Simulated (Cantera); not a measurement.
# Thermodynamics of fluorocarbon and chlorocarbon gases, feed CF4 + H2

A closed system holds: 1 mol CF4, 1.1 mol H2, at 6.70 Pa.

Cantera equilibrium calculation (NASA polynomials, part measured and part estimated; ideal gas, pure solids and liquids). Candidate condensed phases: C, C6H6, C7H8, C8H18; 95 gas species. Gases not in the tables: C2F6 and larger saturated fluorocarbons. Equilibrium is a limit: real reactors are often held back by kinetics, nucleation or transport.

```json
[
 {"T (K)": "1423", "x HF": "0.830", "x F": "0.000433", "x CF4": "0.169", "x CF2": "0.000638", "x H": "1.93e-8", "x CF": "3.43e-8", "x C3": "<1e-12", "n C(graphite)": "0.549"},
 {"T (K)": "1523", "x HF": "0.827", "x F": "0.00250", "x CF4": "0.167", "x CF2": "0.00299", "x H": "8.54e-8", "x CF": "5.05e-7", "x C3": "<1e-12", "n C(graphite)": "0.548"},
 {"T (K)": "1623", "x HF": "0.818", "x F": "0.0115", "x CF4": "0.159", "x CF2": "0.0113", "x H": "3.16e-7", "x CF": "5.26e-6", "x C3": "4.18e-12", "n C(graphite)": "0.542"},
 {"T (K)": "1723", "x HF": "0.789", "x F": "0.0430", "x CF4": "0.133", "x CF2": "0.0343", "x H": "1.01e-6", "x CF": "4.03e-5", "x C3": "1.46e-10", "n C(graphite)": "0.532"},
 {"T (K)": "1823", "x HF": "0.720", "x F": "0.126", "x CF4": "0.0770", "x CF2": "0.0754", "x H": "2.99e-6", "x CF": "0.000224", "x C3": "3.42e-9", "n C(graphite)": "0.530"},
 {"T (K)": "1923", "x HF": "0.630", "x F": "0.258", "x CF4": "0.0174", "x CF2": "0.0924", "x H": "9.61e-6", "x CF": "0.000806", "x C3": "5.74e-8", "n C(graphite)": "0.611"},
 {"T (K)": "2023", "x HF": "0.584", "x F": "0.355", "x CF4": "0.00123", "x CF2": "0.0577", "x H": "3.99e-5", "x CF": "0.00184", "x C3": "7.24e-7", "n C(graphite)": "0.770"},
 {"T (K)": "2123", "x HF": "0.565", "x F": "0.404", "x CF4": "5.93e-5", "x CF2": "0.0273", "x H": "0.000177", "x CF": "0.00332", "x C3": "7.15e-6", "n C(graphite)": "0.880"},
 {"T (K)": "2223", "x HF": "0.555", "x F": "0.426", "x CF4": "2.90e-6", "x CF2": "0.0121", "x H": "0.000742", "x CF": "0.00530", "x C3": "5.72e-5", "n C(graphite)": "0.930"},
 {"T (K)": "2323", "x HF": "0.548", "x F": "0.435", "x CF4": "1.63e-7", "x CF2": "0.00545", "x H": "0.00284", "x CF": "0.00788", "x C3": "0.000380", "n C(graphite)": "0.941"},
 {"T (K)": "2423", "x HF": "0.535", "x F": "0.439", "x CF4": "1.12e-8", "x CF2": "0.00256", "x H": "0.00971", "x CF": "0.0112", "x C3": "0.00215", "n C(graphite)": "0.913"},
 {"T (K)": "2523", "x HF": "0.498", "x F": "0.442", "x CF4": "9.51e-10", "x CF2": "0.00127", "x H": "0.0288", "x CF": "0.0155", "x C3": "0.0106", "n C(graphite)": "0.774"}
]
```
x: gas mole fraction; n: condensed amount in mol.

From 1423 K to 2523 K the condensed part is C(graphite). The main C-bearing gas is CF4 at 1423 K and C3 at 2523 K. The share of C in condensed phases is highest at 2323 K (94.1 %) and lowest at 1823 K (53.0 %).
